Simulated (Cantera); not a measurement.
A freely propagating, adiabatic, planar premixed flame of 23.0 % H2, 16.2 % O2, 60.9 % N2, equivalence ratio 0.71, unburnt at 675 K and 5.00 bar; mixture-averaged transport, grid criteria slope 0.08 and curve 0.16, no radiation.

Detailed kinetics in Cantera: the H2/O2 subset of GRI-Mech 3.0, which has no nitrogen chemistry. The hydrogen kinetics of GRI-Mech 3.0 are dated; newer H2 mechanisms differ, most at raised pressure. Burning velocities carry a grid error of a few per cent, more on coarse grids.

x: mole fraction of selected species; z is measured from the peak of heat release.

```json
[
 {"z (mm)": "-0.179", "T (K)": "675", "u (m/s)": "5.61", "x H2": "0.230", "x O2": "0.162", "x O": "<1e-8", "x HO2": "<1e-8", "x H": "<1e-8", "x OH": "<1e-8"},
 {"z (mm)": "-0.119", "T (K)": "675", "u (m/s)": "5.60", "x H2": "0.230", "x O2": "0.162", "x O": "<1e-8", "x HO2": "1.59e-8", "x H": "<1e-8", "x OH": "<1e-8"},
 {"z (mm)": "-0.0895", "T (K)": "675", "u (m/s)": "5.60", "x H2": "0.229", "x O2": "0.162", "x O": "<1e-8", "x HO2": "2.24e-7", "x H": "<1e-8", "x OH": "<1e-8"},
 {"z (mm)": "-0.0596", "T (K)": "676", "u (m/s)": "5.59", "x H2": "0.226", "x O2": "0.162", "x O": "7.28e-8", "x HO2": "8.46e-6", "x H": "3.00e-8", "x OH": "<1e-8"},
 {"z (mm)": "-0.0298", "T (K)": "[?]", "u (m/s)": "5.95", "x H2": "0.202", "x O2": "0.165", "x O": "2.06e-5", "x HO2": "0.000603", "x H": "0.000106", "x OH": "7.85e-5"},
 {"z (mm)": "-0.0149", "T (K)": "[?]", "u (m/s)": "7.79", "x H2": "0.157", "x O2": "0.157", "x O": "0.000485", "x HO2": "0.000671", "x H": "0.00237", "x OH": "0.000997"},
 {"z (mm)": "0", "T (K)": "[?]", "u (m/s)": "10.6", "x H2": "0.0913", "x O2": "0.123", "x O": "0.00360", "x HO2": "0.000371", "x H": "0.0105", "x OH": "0.00393"},
 {"z (mm)": "0.0149", "T (K)": "[?]", "u (m/s)": "12.8", "x H2": "0.0424", "x O2": "0.0847", "x O": "0.00768", "x HO2": "0.000202", "x H": "0.0157", "x OH": "0.00937"},
 {"z (mm)": "0.0298", "T (K)": "[?]", "u (m/s)": "14.0", "x H2": "0.0231", "x O2": "0.0664", "x O": "0.00905", "x HO2": "0.000123", "x H": "0.0142", "x OH": "0.0133"},
 {"z (mm)": "0.0596", "T (K)": "2021", "u (m/s)": "15.1", "x H2": "0.0139", "x O2": "0.0577", "x O": "0.00745", "x HO2": "6.76e-5", "x H": "0.00863", "x OH": "0.0151"},
 {"z (mm)": "0.119", "T (K)": "2155", "u (m/s)": "16.0", "x H2": "0.00859", "x O2": "0.0548", "x O": "0.00442", "x HO2": "3.44e-5", "x H": "0.00375", "x OH": "0.0137"},
 {"z (mm)": "0.239", "T (K)": "2243", "u (m/s)": "16.6", "x H2": "0.00441", "x O2": "0.0538", "x O": "0.00216", "x HO2": "1.67e-5", "x H": "0.00126", "x OH": "0.0106"},
 {"z (mm)": "0.477", "T (K)": "2289", "u (m/s)": "16.9", "x H2": "0.00203", "x O2": "0.0538", "x O": "0.000996", "x HO2": "9.39e-6", "x H": "0.000381", "x OH": "0.00755"}
]
```

**Question.** Some entries are withheld; supply them.

**Answer.** 
- -0.0298, T (K): 738
- -0.0149, T (K): 997
- 0, T (K): 1393
- 0.0149, T (K): 1686
- 0.0298, T (K): 1854
